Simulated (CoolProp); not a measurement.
Properties of R236EA at several states (Tc = 412.4 K, pc = 3.414 MPa, ω = 0.368).

Computed with CoolProp (reference Helmholtz-energy equation of state, Rui 2013).

```csv
T (K),p (MPa),phase,Z,isothermal compressibility (1/MPa),expansivity (1/kK),viscosity (µPa s),fugacity coefficient
254.4,5.97,liquid,0.2733,0.001393,___,___,___
277.9,2.63,liquid,0.1156,0.001990,1.939,___,___
274.4,0.0177,gas,0.9921,56.95,3.752,10.1,0.9921
393.5,4.42,liquid,0.1935,___,6.009,___,0.4246
291.1,6,liquid,0.2566,0.002206,1.960,___,0.03232
```

### Question
Some entries are withheld; supply them.

### Answer

- 254.4, expansivity (1/kK): 1.700
- 254.4, viscosity (µPa s): 851
- 254.4, fugacity coefficient: 0.007009
- 277.9, viscosity (µPa s): 537
- 277.9, fugacity coefficient: 0.03900
- 393.5, isothermal compressibility (1/MPa): 0.02339
- 393.5, viscosity (µPa s): 120
- 291.1, viscosity (µPa s): 469

Viscosity comes from a separate model (Huber 2003), an estimate that may be off by 10 % or more.
